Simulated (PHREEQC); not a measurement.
A solution holds 55 mmol/kgw H3PO4, 2.3 mmol/kgw H2SO4 and 1.7 mmol/kgw H4SiO4, at 25 °C. Closed to the air; pH follows from the charge balance.

Equilibrium calculation in PHREEQC: ion-association model, phreeqc.dat.

Question: The ionic strength comes out as 0.0212 mol/kgw. What activity coefficients do HSO4-, H+, H2PO4-, SO4-2 get?

Answer: HSO4- 0.87, H+ 0.89, H2PO4- 0.87, SO4-2 0.57.

No solid was allowed to form. Examples of supersaturated solids here: Quartz (slow to form), Chalcedony (slow to form). Others may be too. Species that the database lacks are ignored.
